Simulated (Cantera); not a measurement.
Charge: 1 mol C3H6, 0.069 mol O2, equilibrated at 1375 K.

These are equilibrium values from Cantera (NASA tables, ideal gas, pure condensed phases), not measurements of a reactor. Candidate condensed phases: C, C6H6, C7H8, C8H18, H2O; 110 gas species. The ideal-gas law is rough above about 30 bar. Equilibrium is a limit: real reactors are often held back by kinetics, nucleation or transport.

x: gas mole fraction; n: condensed amount in mol.

```json
[
 {"P (Pa)": "10", "x H2": "0.956", "x CH4": "4.55e-7", "x CO": "0.0440", "x H2O": "1.93e-8", "x CO2": "?", "n C(graphite)": "2.86"},
 {"P (Pa)": "46", "x H2": "0.956", "x CH4": "2.09e-6", "x CO": "0.0440", "x H2O": "8.90e-8", "x CO2": "?", "n C(graphite)": "2.86"},
 {"P (Pa)": "220", "x H2": "0.956", "x CH4": "1.00e-5", "x CO": "0.0440", "x H2O": "4.26e-7", "x CO2": "?", "n C(graphite)": "2.86"},
 {"P (Pa)": "1000", "x H2": "0.956", "x CH4": "4.55e-5", "x CO": "0.0440", "x H2O": "1.93e-6", "x CO2": "?", "n C(graphite)": "2.86"},
 {"P (Pa)": "4600", "x H2": "0.956", "x CH4": "0.000209", "x CO": "0.0440", "x H2O": "8.90e-6", "x CO2": "?", "n C(graphite)": "2.86"},
 {"P (Pa)": "22000", "x H2": "0.955", "x CH4": "0.000999", "x CO": "0.0440", "x H2O": "4.25e-5", "x CO2": "?", "n C(graphite)": "2.86"},
 {"P (Pa)": "100000", "x H2": "0.951", "x CH4": "0.00450", "x CO": "0.0440", "x H2O": "0.000193", "x CO2": "?", "n C(graphite)": "2.85"},
 {"P (Pa)": "460000", "x H2": "0.935", "x CH4": "0.0200", "x CO": "0.0440", "x H2O": "0.000871", "x CO2": "?", "n C(graphite)": "2.80"},
 {"P (Pa)": "2200000", "x H2": "0.869", "x CH4": "0.0828", "x CO": "0.0438", "x H2O": "0.00385", "x CO2": "?", "n C(graphite)": "2.63"},
 {"P (Pa)": "10000000", "x H2": "0.701", "x CH4": "0.244", "x CO": "0.0413", "x H2O": "0.0133", "x CO2": "?", "n C(graphite)": "2.29"}
]
```

Question: What belongs in the gaps?

Answer: 
- 10, x CO2: 4.30e-10
- 46, x CO2: 1.98e-9
- 220, x CO2: 9.47e-9
- 1000, x CO2: 4.30e-8
- 4600, x CO2: 1.98e-7
- 22000, x CO2: 9.47e-7
- 100000, x CO2: 4.31e-6
- 460000, x CO2: 1.98e-5
- 2200000, x CO2: 9.37e-5
- 10000000, x CO2: 0.000379
